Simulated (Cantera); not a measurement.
Si + O₂ + H₂ (thermal oxidation and active oxidation of silicon)

Feed: 1 mol Si, 0.003 mol O₂, 730 mol H₂, equilibrated at 1.00 bar.

Cantera equilibrium calculation (NASA polynomials, part measured and part estimated; ideal gas, pure solids and liquids). Candidate condensed phases: H₂O, Si, SiO₂; 18 gas species. Mutual solubility and eutectic melting of coexisting phases are not modelled. The tables hold silica as quartz up to 1696 K and as liquid above; real silica turns to tridymite and cristobalite and melts near 1996 K. Gases not in the tables: Si₂H₆ and higher silanes. Rates play no part.

| T (°C) | x H₂ | x H | x SiH₂ | x Si | n Si(s) | n SiO₂(β-quartz) | n Si(l) |
|---|---|---|---|---|---|---|---|
| 802 | 1.000 | 1.47e-8 | 7.12e-10 | <1e-12 | 0.997 | 0.00299 | 0 |
| 877 | 1.000 | 7.46e-8 | 4.15e-9 | <1e-12 | 0.997 | 0.00295 | 0 |
| 952 | 1.000 | 3.12e-7 | 1.95e-8 | 3.46e-12 | 0.996 | 0.00257 | 0 |
| 1027 | 1.000 | 1.11e-6 | 7.65e-8 | 4.33e-11 | 0.994 | 0.000120 | 0 |
| 1102 | 1.000 | 3.43e-6 | 2.58e-7 | 4.11e-10 | 0.993 | 0 | 0 |
| 1177 | 1.000 | 9.46e-6 | 7.69e-7 | 3.08e-9 | 0.993 | 0 | 0 |
| 1252 | 1.000 | 2.37e-5 | 2.06e-6 | 1.89e-8 | 0.992 | 0 | 0 |
| 1327 | 1.000 | 5.44e-5 | 5.01e-6 | 9.75e-8 | 0.989 | 0 | 0 |
| 1402 | 1.000 | 0.000116 | 1.12e-5 | 4.34e-7 | 0.984 | 0 | 0 |
| 1477 | 1.000 | 0.000233 | 2.08e-5 | 1.50e-6 | 0 | 0 | 0.975 |
| 1552 | 1.000 | 0.000440 | 3.56e-5 | 4.55e-6 | 0 | 0 | 0.960 |
| 1627 | 0.999 | 0.000793 | 5.83e-5 | 1.26e-5 | 0 | 0 | 0.933 |
x: gas mole fraction; n: condensed amount in mol.

From 802 °C to 1027 °C the condensed part is Si(s) + SiO₂(β-quartz). From 1102 °C to 1402 °C the condensed part is Si(s). From 1477 °C to 1627 °C the condensed part is Si(l). The main Si-bearing gas is SiH₄ at 802 °C and SiH₂ at 1627 °C. The share of Si in condensed phases is highest at 802 °C (100.0 %) and lowest at 1627 °C (93.3 %).
